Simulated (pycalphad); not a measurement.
An equivalent pycalphad script:

```python
from pycalphad import Database, equilibrium, calculate, variables as v
import numpy as np
db = Database('COST507.tdb')
comps = ['TI', 'C', 'VA']
phases = ['BCC_A2', 'FCC_A1', 'GRAPHITE', 'HCP_A3', 'LIQUID']
eq = equilibrium(db, comps, phases, {v.X('C'): 0.33, v.T: np.arange(3300, 499, -100), v.P: 101325, v.N: 1}, output=['HM', 'SM'])
```

All values are pycalphad results on the COST 507 light-alloy database (1999) (1 atm), not direct measurements. The data set is of 1999 and partly superseded. Phase fractions are per mole of atoms. Diffusion is slow at the low end, where real alloys seldom reach equilibrium.

Results at three of the temperatures:

```
T = 2500.00 K, P = 101325 Pa, N = 1 mol of atoms
G = -207950 J/mol, H = -7411 J/mol, S = 80.22 J/(mol K)  (SER reference)
chemical potentials (J/mol): Ti -184731, C -255093
phase             fraction      x(Ti)       x(C)
FCC_A1              1.0000     0.6700     0.3300
```

```
T = 1900.00 K, P = 101325 Pa, N = 1 mol of atoms
G = -162585 J/mol, H = -28312 J/mol, S = 70.67 J/(mol K)  (SER reference)
chemical potentials (J/mol): Ti -120224, C -248591
phase             fraction      x(Ti)       x(C)
FCC_A1              1.0000     0.6700     0.3300
```

```
T = 700.00 K, P = 101325 Pa, N = 1 mol of atoms
G = -93710 J/mol, H = -65586 J/mol, S = 40.18 J/(mol K)  (SER reference)
chemical potentials (J/mol): Ti -26765, C -229628
phase             fraction      x(Ti)       x(C)
FCC_A1              0.9088     0.6370     0.3630
HCP_A3              0.0912     0.9988     0.0012
```

Changes of the phase set, refined by bisection:

```tsv
T (°C)	phases above	phases below
2978.1	LIQUID	FCC_A1 + LIQUID
2297.5	FCC_A1 + LIQUID	FCC_A1
1312.6	FCC_A1	BCC_A2 + FCC_A1
916.7	BCC_A2 + FCC_A1	FCC_A1 + HCP_A3
```

FCC_A1 is fcc; BCC_A2 is bcc; HCP_A3 is hcp. The fcc model also describes the rock-salt carbide or nitride (TiC, TiN, HfC).
